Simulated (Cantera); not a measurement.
# Adiabatic ignition

An adiabatic, constant-pressure homogeneous reactor starts with 27.2 % H2, 13.6 % O2, 51.6 % N2, 7.61 % H2O, at 1275 K and 26.0 bar.

Detailed kinetics in Cantera: the H2/O2 subset of GRI-Mech 3.0, which has no nitrogen chemistry. The hydrogen kinetics of GRI-Mech 3.0 are dated; newer H2 mechanisms differ, most at raised pressure. The pressure lies above the range GRI-Mech 3.0 was tuned for (to about 10 atm).

```
t (s)     T (K)    x H2     x O2   x H2O    x H2O2     x HO2     x OH      x O
--------  -----  ------  -------  ------  --------  --------  -------  -------
8.00e-6    1275   0.272    0.136  0.0761   1.39e-6   7.53e-6  6.68e-9  5.50e-9
1.65e-5    1275   0.272    0.136  0.0761   9.02e-6   3.26e-5  3.77e-8  2.56e-8
3.39e-5    1282   0.271    0.135  0.0770  0.000182  0.000225  8.06e-7  4.05e-7
6.96e-5    2887  0.0238  0.00820   0.362   2.42e-6   1.29e-5   0.0154  0.00135
0.000143   2887  0.0238  0.00820   0.362   2.42e-6   1.29e-5   0.0154  0.00135
0.000295   2887  0.0238  0.00820   0.362   2.42e-6   1.29e-5   0.0154  0.00135
0.000606   2887  0.0238  0.00820   0.362   2.42e-6   1.29e-5   0.0154  0.00135
0.00125    2887  0.0238  0.00820   0.362   2.42e-6   1.29e-5   0.0154  0.00135
0.00257    2887  0.0238  0.00820   0.362   2.42e-6   1.29e-5   0.0154  0.00135
0.00528    2887  0.0238  0.00820   0.362   2.42e-6   1.29e-5   0.0154  0.00135
0.0109     2887  0.0238  0.00820   0.362   2.42e-6   1.29e-5   0.0154  0.00135
0.0223     2887  0.0238  0.00820   0.362   2.42e-6   1.29e-5   0.0154  0.00135
0.0459     2887  0.0238  0.00820   0.362   2.42e-6   1.29e-5   0.0154  0.00135
0.0945     2887  0.0238  0.00820   0.362   2.42e-6   1.29e-5   0.0154  0.00135
0.194      2887  0.0238  0.00820   0.362   2.42e-6   1.29e-5   0.0154  0.00135
0.400      2887  0.0238  0.00820   0.362   2.42e-6   1.29e-5   0.0154  0.00135
```
x: mole fraction; the columns are a selection and need not sum to one.

The time of steepest temperature rise comes out as 50.5 µs and the temperature at 0.400 s is 2887 K. The equilibrium temperature is 2887 K, the x(H2) at 0.400 s is 0.0238 (gas-phase equilibrium 0.0238) and the x(O2) at 0.400 s comes out as 0.00820 (gas-phase equilibrium 0.00820). The x(H2O) at 0.400 s is 0.362 (gas-phase equilibrium 0.362).
